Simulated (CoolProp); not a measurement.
R404A along the isotherm 500 K: fugacity coefficient from the reference equation and from simpler models built on Tc = 345.3 K, pc = 3.735 MPa, ω = 0.293; each cubic takes its own stable root.

Model: reference Helmholtz-energy equation of state, Lemmon 2003, in CoolProp. It is a pseudo-pure fit of the blend.

```csv
p (MPa),phase,reference
0.373,gas,0.9910
0.747,gas,0.9821
1.12,gas,0.9733
1.49,gas,0.9647
1.87,gas,0.9559
2.24,gas,0.9475
2.61,gas,0.9393
2.99,gas,0.9309
3.36,gas,0.9228
3.73,gas,0.9149
4.11,supercritical,0.9069
4.48,supercritical,0.8992
4.86,supercritical,0.8915
5.23,supercritical,0.8840
5.6,supercritical,0.8768
```

Q: How far does each simpler model (Soave-Redlich-Kwong, Peng-Robinson) lie from the reference over these 15 states: mean and median of the absolute difference, and the worst?

A: 
- Soave-Redlich-Kwong: mean 1.5 %, median 1.4 %, worst +2.9 % at 500 K and 5.6 MPa
- Peng-Robinson: mean 0.3 %, median 0.4 %, worst -0.5 % at 500 K and 4.11 MPa
